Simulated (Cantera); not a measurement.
Cantera run, input and output.

```python
import numpy as np
import cantera as ct

gas = ct.Solution("gri30.yaml")
gas.TPX = 1298, 1300000, {'CO': 1, 'H2': 0.05, 'CH4': 0.045, 'O2': 0.28, 'N2': 1.05, 'CO2': 0.55}
reactor = ct.IdealGasReactor(gas, energy="on", clone=False)
net = ct.ReactorNet([reactor])
net.rtol, net.atol = 1e-08, 1e-16
show = ['CO', 'H2', 'CH4', 'OH', 'H', 'H2O2', 'O']
times = np.geomspace(4e-06, 0.2, 14)

steps = ct.SolutionArray(gas, extra=["t"])
rows = []
print(f"{'t/s':>10s}{'T/K':>9s}{'P/Pa':>11s}" + "".join(f"{s:>11s}" for s in show))
for t in times:
    while net.time < t:
        t_next = net.step()
        steps.append(gas.state, t=t_next)
    rows.append([np.interp(t, steps.t, y) for y in (steps.T, steps.P, *steps(*show).X.T)])
    print(f"{t:10.3e}{rows[-1][0]:9.1f}{rows[-1][1]:11.4g}" + "".join(f"{x:11.3e}" for x in rows[-1][2:]))
rate = np.gradient(steps.T, steps.t)
print("integrator steps:", len(steps.t))
if steps.T.max() > steps.T[0] + 200:
    print(f"time of steepest temperature rise: {steps.t[rate.argmax()]:.4e} s")
gas.TPX = 1298, 1300000, {'CO': 1, 'H2': 0.05, 'CH4': 0.045, 'O2': 0.28, 'N2': 1.05, 'CO2': 0.55}
gas.equilibrate("UV")
print(f"equilibrium (UV): T = {gas.T:.1f} K  " + "  ".join(f"{s} {gas[s].X[0]:.3e}" for s in show))
```

Output:

```
       t/s      T/K       P/Pa         CO         H2        CH4         OH          H       H2O2          O
 4.000e-06   1298.0    1.3e+06  3.361e-01  1.681e-02  1.513e-02  3.480e-08  6.660e-08  3.982e-09  5.772e-08
 9.194e-06   1298.1    1.3e+06  3.361e-01  1.680e-02  1.512e-02  1.362e-07  2.651e-07  3.013e-08  1.818e-07
 2.113e-05   1300.2  1.302e+06  3.360e-01  1.674e-02  1.504e-02  2.200e-06  4.229e-06  1.055e-06  2.433e-06
 4.858e-05   1428.0  1.425e+06  3.307e-01  1.588e-02  1.118e-02  4.272e-05  6.757e-05  2.203e-05  3.218e-05
 1.117e-04   2651.8  2.491e+06  2.371e-01  4.761e-03  6.231e-13  1.515e-03  6.678e-04  4.864e-08  1.363e-04
 2.567e-04   2651.3   2.49e+06  2.372e-01  4.767e-03  6.400e-13  1.485e-03  6.556e-04  4.710e-08  1.310e-04
 5.900e-04   2649.3  2.489e+06  2.374e-01  4.777e-03  6.487e-13  1.470e-03  6.517e-04  4.644e-08  1.287e-04
 1.356e-03   2646.8  2.487e+06  2.376e-01  4.789e-03  6.595e-13  1.451e-03  6.469e-04  4.563e-08  1.258e-04
 3.117e-03   2645.7  2.486e+06  2.377e-01  4.795e-03  6.640e-13  1.444e-03  6.449e-04  4.530e-08  1.247e-04
 7.165e-03   2645.7  2.486e+06  2.377e-01  4.795e-03  6.643e-13  1.443e-03  6.448e-04  4.528e-08  1.246e-04
 1.647e-02   2645.7  2.486e+06  2.377e-01  4.795e-03  6.643e-13  1.443e-03  6.448e-04  4.528e-08  1.246e-04
 3.785e-02   2645.7  2.486e+06  2.377e-01  4.795e-03  6.643e-13  1.443e-03  6.448e-04  4.528e-08  1.246e-04
 8.701e-02   2645.7  2.486e+06  2.377e-01  4.795e-03  6.643e-13  1.443e-03  6.448e-04  4.528e-08  1.246e-04
 2.000e-01   2645.7  2.486e+06  2.377e-01  4.795e-03  6.643e-13  1.443e-03  6.448e-04  4.528e-08  1.246e-04
integrator steps: 1822
time of steepest temperature rise: 5.8581e-05 s
equilibrium (UV): T = 2645.7 K  CO 2.377e-01  H2 4.795e-03  CH4 7.495e-13  OH 1.443e-03  H 6.448e-04  H2O2 4.528e-08  O 1.246e-04
```

Computed with Cantera and GRI-Mech 3.0 (53 species, 325 reactions). The pressure lies above the range GRI-Mech 3.0 was tuned for (to about 10 atm).
